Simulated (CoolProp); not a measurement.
Saturated liquid density (kg/m³) of fluorine: the reference equation beside estimates from Tc = -128.7 °C, pc = 52.40 bar, ω = 0.045. Rackett uses Z = 0.29056 − 0.08775 ω.

Values from CoolProp's reference Helmholtz-energy equation of state, de Reuck 1990.

```tsv
T (°C)	reference	Rackett	Redlich-Kwong	Soave-Redlich-Kwong
-196.45	1559	1583	1582	1567
-191.45	1525	___	1544	1532
-186.55	___	1514	1505	1494
-181.55	1455	1477	1462	1454
-176.55	1417	1439	___	1410
-171.55	1377	1399	1367	1363
-166.65	1336	1357	1315	___
-161.65	1292	1312	1258	1257
-156.65	1244	1264	1195	1197
-151.75	1192	1212	1127	1131
-146.75	1133	1153	1050	1055
-141.75	1064	1084	961.9	966.8
-136.75	976.6	999.6	855.5	860.2
```

### Question
Complete the blanks.

### Answer

- -191.45, Rackett: 1548
- -186.55, reference: 1491
- -176.55, Redlich-Kwong: 1416
- -166.65, Soave-Redlich-Kwong: 1313

Absolute difference from the reference over all 13 rows, mean and median: Rackett 1.7 and 1.6 %, Redlich-Kwong 3.7 and 1.6 %, Soave-Redlich-Kwong 3.4 and 1.7 %.
